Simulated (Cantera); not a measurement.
What does this Cantera script print?

```python
import numpy as np
import cantera as ct

gas = ct.Solution("gri30.yaml")
gas.TPX = 975, 1400000, {'H2': 0.55, 'O2': 0.847, 'N2': 3.19}
reactor = ct.IdealGasReactor(gas, energy="on", clone=False)
net = ct.ReactorNet([reactor])
net.rtol, net.atol = 1e-08, 1e-16
show = ['H2', 'O2', 'HO2', 'H', 'N2O']
times = np.geomspace(1e-06, 4, 14)

steps = ct.SolutionArray(gas, extra=["t"])
rows = []
print(f"{'t/s':>10s}{'T/K':>9s}{'P/Pa':>11s}" + "".join(f"{s:>11s}" for s in show))
for t in times:
    while net.time < t:
        t_next = net.step()
        steps.append(gas.state, t=t_next)
    rows.append([np.interp(t, steps.t, y) for y in (steps.T, steps.P, *steps(*show).X.T)])
    print(f"{t:10.3e}{rows[-1][0]:9.1f}{rows[-1][1]:11.4g}" + "".join(f"{x:11.3e}" for x in rows[-1][2:]))
rate = np.gradient(steps.T, steps.t)
print("integrator steps:", len(steps.t))
if steps.T.max() > steps.T[0] + 200:
    print(f"time of steepest temperature rise: {steps.t[rate.argmax()]:.4e} s")
gas.TPX = 975, 1400000, {'H2': 0.55, 'O2': 0.847, 'N2': 3.19}
gas.equilibrate("UV")
print(f"equilibrium (UV): T = {gas.T:.1f} K  " + "  ".join(f"{s} {gas[s].X[0]:.3e}" for s in show))
```

It prints:

```
       t/s      T/K       P/Pa         H2         O2        HO2          H        N2O
 1.000e-06    975.0    1.4e+06  1.199e-01  1.847e-01  2.263e-10  4.261e-12  8.696e-18
 3.220e-06    975.0    1.4e+06  1.199e-01  1.847e-01  7.468e-10  4.299e-12  3.808e-17
 1.037e-05    975.0    1.4e+06  1.199e-01  1.847e-01  2.424e-09  4.361e-12  1.444e-16
 3.339e-05    975.0    1.4e+06  1.199e-01  1.847e-01  7.833e-09  4.562e-12  6.061e-16
 1.075e-04    975.0    1.4e+06  1.199e-01  1.847e-01  2.536e-08  5.246e-12  3.293e-15
 3.461e-04    975.0    1.4e+06  1.199e-01  1.847e-01  8.382e-08  7.827e-12  2.487e-14
 1.115e-03    975.0    1.4e+06  1.199e-01  1.847e-01  3.181e-07  2.109e-11  2.511e-13
 3.589e-03    975.0    1.4e+06  1.199e-01  1.846e-01  2.129e-06  1.683e-10  4.283e-12
 1.156e-02    977.7  1.404e+06  1.196e-01  1.845e-01  1.392e-05  3.307e-09  1.164e-10
 3.721e-02   2066.8  2.791e+06  3.127e-05  1.321e-01  6.723e-06  2.695e-06  1.973e-06
 1.198e-01   2060.9  2.783e+06  3.016e-05  1.311e-01  6.534e-06  2.553e-06  1.939e-06
 3.858e-01   2051.6   2.77e+06  2.847e-05  1.295e-01  6.244e-06  2.341e-06  1.899e-06
 1.242e+00   2048.5  2.766e+06  2.791e-05  1.290e-01  6.148e-06  2.273e-06  1.889e-06
 4.000e+00   2048.5  2.766e+06  2.791e-05  1.289e-01  6.147e-06  2.273e-06  1.889e-06
integrator steps: 1878
time of steepest temperature rise: 2.2629e-02 s
equilibrium (UV): T = 2048.5 K  H2 2.791e-05  O2 1.289e-01  HO2 6.147e-06  H 2.273e-06  N2O 1.889e-06
```

Detailed kinetics in Cantera: GRI-Mech 3.0 (53 species, 325 reactions). The hydrogen kinetics of GRI-Mech 3.0 are dated; newer H2 mechanisms differ, most at raised pressure. The pressure lies above the range GRI-Mech 3.0 was tuned for (to about 10 atm).
